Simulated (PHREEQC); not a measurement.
Reverse-osmosis reject (model solution)

Model water analysis in mmol/kgw, 25 °C, pH 7.25, pe 9.4: Na 139; K 12.5; Ca 3.83; Mg 11; Cl 170; S(6) 8.72; Alkalinity (meq/kgw) 0.175; O(0) (counted as O atoms) 0.52; N(5) 0.0741.

Valence states are taken as typed.

Computed with PHREEQC (ion-association model, phreeqc.dat).

This is a speciation only: nothing precipitates in the calculation.

Task: What activity of water, density does the model give?

Result: activity of water 0.994; density 1.005 g/cm³.

Task: In which forms is C present?

Result: HCO3- 84 %, CO2 7.6 %, NaHCO3 3.5 %, MgHCO3+ 3.4 %, CaHCO3+ 1.2 % of the C.
